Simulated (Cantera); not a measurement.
Charge: 1 mol TEOS, 4.3 mol O3, 41 mol H2, equilibrated at 10.0 Torr.

These are equilibrium values from Cantera (NASA tables, ideal gas, pure condensed phases), not measurements of a reactor. Candidate condensed phases: C, C6H6, C7H8, C8H18, H2O, Si, SiC, SiO2; 123 gas species. The feed counts by its element totals alone. The tables hold silica as quartz up to 1696 K and as liquid above; real silica turns to tridymite and cristobalite and melts near 1996 K. Rates play no part.

Task: What share of the Si ends up in condensed phases as a function of T (°C), at 700, 900, 1100, 1300, 1500, 1700, 1900?

Result: 
```json
[
 {"T (°C)": "700", "Si condensed (%)": "100.0", "as": "SiO2(β-quartz)"},
 {"T (°C)": "900", "Si condensed (%)": "100.0", "as": "SiO2(β-quartz)"},
 {"T (°C)": "1100", "Si condensed (%)": "100.0", "as": "SiO2(β-quartz)"},
 {"T (°C)": "1300", "Si condensed (%)": "100.0", "as": "SiO2(β-quartz)"},
 {"T (°C)": "1500", "Si condensed (%)": "96.2", "as": "SiO2(condensed)"},
 {"T (°C)": "1700", "Si condensed (%)": "0.0", "as": "-"},
 {"T (°C)": "1900", "Si condensed (%)": "0.0", "as": "-"}
]
```
